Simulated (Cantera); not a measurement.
Input: 1 mol Pb, 0.28 mol CO, 0.14 mol N2, equilibrated at 93.0 mbar.

Cantera equilibrium calculation (NASA polynomials, part measured and part estimated; ideal gas, pure solids and liquids). Candidate condensed phases: C, Pb, PbO, PbO2, Pb3O4; 27 gas species. Equilibrium is a limit: real reactors are often held back by kinetics, nucleation or transport. All values below are at 777 °C.

Base state: CO 0.655, N2 0.336, CO2 0.00853, Pb 0.000500 (mole fractions); condensed: C(graphite) + Pb(l).

Problem. What changes in the equilibrium state with this change: pressure from 93.0 mbar to 1.20 bar?

Solution. 
| species | before | after |
|---|---|---|
| CO | 0.655 | 0.560 |
| N2 | 0.336 | 0.360 |
| CO2 | 0.00853 | 0.0803 |
| Pb | 0.000500 | 3.88e-5 |
| C(graphite), mol | 0.00355 | 0.0312 |
| Pb(l), mol | 1.000 | 1.000 |
